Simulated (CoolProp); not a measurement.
Vapour-liquid equilibrium of carbon dioxide (1) + isopentane (2) at 3.45 °C; x and y are mole fractions of (1).

Values from CoolProp's multi-fluid Helmholtz-energy mixture model, Span 1996 and Lemmon 2006; pair parameters Kunz 2012.

```
x      bubble pressure (kPa)  y at the bubble point  dew pressure at overall composition x (kPa)  liquid density (mol/L)
-----  ---------------------  ---------------------  -------------------------------------------  ----------------------
0.05                   295.3                  0.861                                        42.16                   9.035
0.125                  675.3                  0.937                                        45.83                   9.398
0.2                     1032                  0.957                                        50.18                   9.813
0.275                    ___                    ___                                        55.44                   10.29
0.35                     ___                  0.972                                        61.90                   10.83
0.425                   1865                  0.975                                        70.06                   11.44
0.5                     2073                  0.978                                        80.66                   12.14
0.575                   2266                  0.980                                        95.03                     ___
0.65                     ___                  0.982                                        115.6                   13.87
0.725                   2666                  0.984                                        147.6                   14.94
0.8                     2905                  0.987                                        204.0                   16.18
0.875                   3191                  0.991                                        330.3                   17.63
0.95                     ___                  0.996                                        869.9                     ___
```

Problem. Some entries are withheld; supply them.

Solution. 
- 0.275, bubble pressure (kPa): 1351
- 0.275, y at the bubble point: 0.966
- 0.35, bubble pressure (kPa): 1627
- 0.575, liquid density (mol/L): 12.95
- 0.65, bubble pressure (kPa): 2459
- 0.95, bubble pressure (kPa): 3540
- 0.95, liquid density (mol/L): 19.32

No azeotrope shows between x = 0.05 and 0.95.

Pair parameters are fitted to limited data, so mixtures are less certain than the pure fluids. The gap from Raoult's law changes sign with composition, which may be real or a fault of the pair parameters; it wasn't checked against measurements.
